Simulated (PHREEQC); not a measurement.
Dissolve 0.025 mol/kgw HF and 5.8e-05 mol/kgw KCl at 36 °C. It is in equilibrium with CO2 at log p = -2 (atm). Otherwise closed; pH follows from the charge balance.

Computed with PHREEQC (ion-association model, wateq4f.dat).

```
quantity                    before    after
------------------------  --------  -------
pH                            2.47     5.74
ionic strength (mol/kgw)   0.00370   0.0251
HF (mol/kgw)                0.0197  7.11e-5
F- (mol/kgw)               0.00336   0.0249
H2F2 (mol/kgw)            0.000678  8.85e-9
HF2- (mol/kgw)            0.000274  7.34e-6
```

Problem. What was changed between the two runs?
A) diluted 10-fold with water
B) HF replaced by KF at the same molality
C) KCl from 5.8e-05 to 6.38e-05 mol/kgw
D) 0.00031 mol/kgw (NH4)2SO4 added
E) 0.023 mol/kgw Na2SeO3 added

Solution. B, HF replaced by KF at the same molality

No solid was allowed to form. wateq4f.dat counts part of the HF as a dimer, H2F2, which phreeqc.dat doesn't know; its constant is uncertain. Away from 25 °C the constants follow the database's enthalpies or fits; those with neither stay at their 25 °C values.
